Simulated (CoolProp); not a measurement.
20 sccm (0 °C, 1 atm) of nitrogen bubbles through liquid hexamethyldisiloxane (MM) at 347 K and leaves saturated at a total pressure of 0.15 MPa (ideal gas phase). Each further row changes one setting.

Computed with CoolProp (reference Helmholtz-energy equation of state, Thol 2016).

```
case                    vapour pressure (kPa)  mole fraction of vapour  delivery (mg/min)  delivery (sccm)  change of delivery for a bath 1 K warmer (%)
----------------------  ---------------------  -----------------------  -----------------  ---------------  --------------------------------------------
as stated                                43.4                    0.290               59.1             8.15                                           5.0
bath temperature 352 K                   51.5                    0.344               75.8             10.5                                           5.3
total pressure 0.3 MPa                   43.4                    0.145               24.5             3.39                                           4.1
```
